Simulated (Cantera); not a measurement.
An isothermal, constant-pressure homogeneous reactor starts with H2 : O2 : N2 = 0.15 : 1 : 2.4 (molar parts), equivalence ratio 0.075, at 1275 K and 0.0100 bar.

Detailed kinetics in Cantera: GRI-Mech 3.0 (53 species, 325 reactions). Radical loss at walls, strong at low pressure, is not modelled. The temperature is held fixed by assumption; the heat of reaction is taken as removed at once.

One state of this run: x H2 = 1.28e-5; x O2 = 0.266; x NO = 2.04e-6; x NO2 = 3.98e-10; x H2O = 0.0430; x HO2 = 9.81e-8; x H2O2 = 7.56e-9. x: mole fraction; the columns are a selection and need not sum to one.

Question: Which value of t (s) does it belong to?
A) 0.00458
B) 3.00e-6
C) 7.00
D) 2.46

Answer: D, 2.46
